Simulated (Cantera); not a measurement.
Feed: 1 mol B₂H₆, 1.1 mol H₂O, 24 mol N₂, at 1.00 bar.

Method: chemical equilibrium by Gibbs-energy minimisation in Cantera with the NASA 1993 tables (ideal gas, pure condensed phases). Candidate condensed phases: B, BN, B₂O₃, B₃O₃H₃, H₂O; 39 gas species. The feed counts by its element totals alone. N₂ is the only nitrogen source here; it is nearly inert below about 1500 K, so the nitride shown seldom forms there in practice. Mutual solubility and eutectic melting of coexisting phases are not modelled. Gases not in the tables: H₃BO₃. Rates play no part.

Task: At 1100 °C, list the 4 most abundant gas species with their mole fractions, and the condensed phases.

Result: N₂ 0.851, H₂ 0.148, H₂O 0.00116, HBO₂ 0.000239. Condensed: BN(s) + B₂O₃(l).
